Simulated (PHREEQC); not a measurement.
## Acid mine or pickling water: an equilibrium model

Model water analysis in mmol/kgw, 85 °C, pH 2.01, pe 8.7:

```tsv
constituent	mmol/kgw
Na	2.44
K	0.000338
Ca	2.69
Mg	1.16
Cl	3.47
S(6)	14.1
Mn(2)	0.00452
```

Cl is adjusted to close the charge balance.
Valence states are taken as typed.

Model: ion-association model, wateq4f.dat, run in PHREEQC.

This is a speciation only: nothing precipitates in the calculation.

Question: Predict the ionic strength.

Answer: ionic strength 0.0252 mol/kgw.

Question: In which forms is Mn present?

Answer: Mn+2 70 %, MnSO4 30 % of the Mn.

At this temperature some constants are extrapolated from 25 °C, and those without enthalpy data are left unchanged.
